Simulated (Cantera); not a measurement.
A perfectly stirred reactor is fed with CH₃OH : O₂ : N₂ = 0.027 : 0.0082 : 1 (molar parts), equivalence ratio 4.9, at 3380 Torr; it is held at 1575 K, and followed from long to short residence time.

Model: GRI-Mech 3.0 (53 species, 325 reactions), integrated in Cantera. GRI-Mech 3.0 was tuned for natural gas; its chemistry of methanol as a main component is partial and can be far from experiment.

Problem. Predict: x(CH₃OH) at τ = 2.70 s; x(O₂) at τ = 2.70 s; x(HO₂) at τ = 2.70 s; x(H₂O) at τ = 2.70 s; x(CH₃OH) at τ = 17.0 ms; x(O₂) at τ = 17.0 ms; x(HO₂) at τ = 17.0 ms; x(H₂O) at τ = 17.0 ms; x(O) at τ = 17.0 ms.

Solution. x(CH₃OH) at τ = 2.70 s: 2.13e-6
x(O₂) at τ = 2.70 s: 1.69e-5
x(HO₂) at τ = 2.70 s: 3.41e-9
x(H₂O) at τ = 2.70 s: 0.0135
x(CH₃OH) at τ = 17.0 ms: 2.43e-5
x(O₂) at τ = 17.0 ms: 0.000174
x(HO₂) at τ = 17.0 ms: 1.98e-7
x(H₂O) at τ = 17.0 ms: 0.0130
x(O) at τ = 17.0 ms: 1.30e-7
